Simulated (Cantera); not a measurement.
A closed system holds: 1 mol CuO, 0.82 mol CH4, 0.62 mol N2, equilibrated at 2325 °C and 2.00 bar.

Method: chemical equilibrium by Gibbs-energy minimisation in Cantera with the NASA 1993 tables (ideal gas, pure condensed phases). Candidate condensed phases: C, C6H6, C7H8, C8H18, Cu, CuO, Cu(OH)2, Cu2O, H2O; 139 gas species. Kinetics and transport are ignored.

Base state: H2 0.394, CO 0.220, N2 0.169, Cu 0.149, H2O 0.0447, H 0.0169, CO2 0.00386, Cu2 0.00279 (mole fractions); condensed: Cu(l).

Q: What changes in the equilibrium state with this change: temperature from 2325 °C to 1175 °C?

A: 
```csv
species,before,after
H2,0.394,0.485
CO,0.220,0.256
N2,0.169,0.201
Cu,0.149,1.66e-6
H,0.0169,4.55e-6
CO2,0.00386,0.0106
H2O,0.0447,0.0478
Cu2,0.00279,<1e-9
OH,0.000443,1.07e-8
"Cu(l), mol",0.432,1.000
```
